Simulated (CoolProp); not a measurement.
Vapour pressure (MPa) of cyclopentane: the reference equation beside estimates from Tc = 511.7 K, pc = 4.583 MPa, ω = 0.202. Clausius-Clapeyron is anchored at 292.5 K with a constant enthalpy of vaporisation of 28.79 kJ/mol.

Model: reference Helmholtz-energy equation of state, Gedanitz 2015, in CoolProp.

```
T (K)  reference  Lee-Kesler  Clausius-Clapeyron  van der Waals  Redlich-Kwong  Soave-Redlich-Kwong  Peng-Robinson
-----  ---------  ----------  ------------------  -------------  -------------  -------------------  -------------
289.1    0.02927     0.02812             0.02934         0.2788        0.04844              0.02844        0.02946
292.5    0.03373     0.03248             0.03373         0.2992        0.05534              0.03283        0.03390
295.9    0.03872     0.03739             0.03864         0.3206        0.06299              0.03774        0.03886
299.2    0.04412     0.04270             0.04397         0.3424        0.07116              0.04307        0.04423
302.6    0.05030     0.04880             0.05007         0.3659        0.08042              0.04917        0.05037
306      0.05716     0.05557             0.05686         0.3904              …              0.05595        0.05718
309.3    0.06450     0.06285             0.06416         0.4153         0.1013                    …        0.06447
312.7    0.07283     0.07112             0.07247         0.4421         0.1134                    …        0.07274
316.1    0.08198     0.08024             0.08163         0.4700         0.1266              0.08059        0.08183
319.4    0.09171     0.08995             0.09142         0.4982         0.1404              0.09028        0.09149
322.8     0.1027      0.1009              0.1025         0.5284         0.1558               0.1012         0.1024
```

Task: Fill in the missing entries.

Result: 
- 306, Redlich-Kwong: 0.09057
- 309.3, Soave-Redlich-Kwong: 0.06322
- 312.7, Soave-Redlich-Kwong: 0.07149

Absolute difference from the reference over all 11 rows, mean and median: Lee-Kesler 2.8 and 2.8 %, Clausius-Clapeyron 0.3 and 0.3 %, van der Waals 603.3 and 583.0 %, Redlich-Kwong 58.5 and 58.4 %, Soave-Redlich-Kwong 2.1 and 2.1 %, Peng-Robinson 0.3 and 0.2 %.
